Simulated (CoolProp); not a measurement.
The numbers come from the reference Helmholtz-energy equation of state, Lemmon 2003 in CoolProp. It is a pseudo-pure fit of the blend.

### Question
For R507A, give the phase and the speed of sound (m/s), viscosity (µPa s), Prandtl number at 426.4 K and 6.58 bar; 377.5 K and 1.83 bar.

### Answer
- 426.4 K and 6.58 bar: gas; speed of sound 193, viscosity 17.3, Prandtl number 0.807
- 377.5 K and 1.83 bar: gas; speed of sound 184, viscosity 15.4, Prandtl number 0.797

Viscosity comes from a separate model (Geller 2000). Thermal conductivity comes from a separate model (Geller 2001).
